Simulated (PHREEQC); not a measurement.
Hard or scaling water: an equilibrium model

Dissolve 0.0028 mol MgCl2 and 0.00032 mol NaF per kg of water at 25 °C. Closed to the air; pH follows from the charge balance.

All values are PHREEQC results (ion-association model, wateq4f.dat), not measurements.

Each row changes one thing in this solution. Precipitation was switched off in this run.

```tsv
case	pH	ionic strength (mol/kgw)
as made	6.95	0.00865
MgCl2 from 0.0028 to 0.00252 mol/kgw	6.96	0.00781
diluted 5-fold with water	6.98	0.00174
NaF replaced by NaHSO4 at the same molality	(withheld)	0.00906
MgCl2 from 0.0028 to 0.0014 mol/kgw	7.00	0.00448
NaF replaced by NaAlO2 at the same molality	(withheld)	0.00872
NaF left out	6.88	0.00840
MgCl2 left out	(withheld)	0.000320
NaF replaced by NaBr at the same molality	6.88	0.00872
```

Task: Complete the blanks.

Result: 
- NaF replaced by NaHSO4 at the same molality, pH: 3.54
- NaF replaced by NaAlO2 at the same molality, pH: 7.99
- MgCl2 left out, pH: 7.08

Complexes and solids missing from the database can't appear. Some of these states are supersaturated (in Al(OH)3(a), Boehmite (slow to form), for instance).
